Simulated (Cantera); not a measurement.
An adiabatic, constant-volume homogeneous reactor starts with 12.1 % CO, 14.5 % H2, 14.3 % O2, 53.9 % N2, 5.21 % CO2, at 1700 K and 1.01 bar.

Detailed kinetics in Cantera: GRI-Mech 3.0 (53 species, 325 reactions).

Question: Predict: time of steepest temperature rise; temperature at 0.100 s; equilibrium temperature; x(CO) at 0.100 s; x(H2) at 0.100 s; x(O2) at 0.100 s; x(HO2) at 0.100 s; x(CO2) at 0.100 s.

Answer: 
```
Item                                                                 Value
---------------------------------  ---------------------------------------
time of steepest temperature rise                                  9.53 µs
temperature at 0.100 s                                              2853 K
equilibrium temperature                                             2853 K
x(CO) at 0.100 s                     0.0801 (gas-phase equilibrium 0.0801)
x(H2) at 0.100 s                     0.0134 (gas-phase equilibrium 0.0134)
x(O2) at 0.100 s                     0.0404 (gas-phase equilibrium 0.0404)
x(HO2) at 0.100 s                  1.17e-5 (gas-phase equilibrium 1.17e-5)
x(CO2) at 0.100 s                      0.107 (gas-phase equilibrium 0.107)
```
